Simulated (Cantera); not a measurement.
An isothermal, constant-pressure homogeneous reactor starts with CO : O2 : H2O : N2 = 0.005 : 0.011 : 0.041 : 1 (molar parts), equivalence ratio 0.23, at 1150 K and 210000 Pa.

Model: GRI-Mech 3.0 (53 species, 325 reactions), integrated in Cantera.

One state of this run: x CO = 0.00122; x O2 = 0.00868; x H2O = 0.0388; x H = 2.13e-6; x N2O = 1.54e-7. x: mole fraction; the columns are a selection and need not sum to one.

Q: Which value of t (s) does it belong to?
(A) 4.43
(B) 0.000311
(C) 0.0143
(D) 4.59e-5

A: C, 0.0143
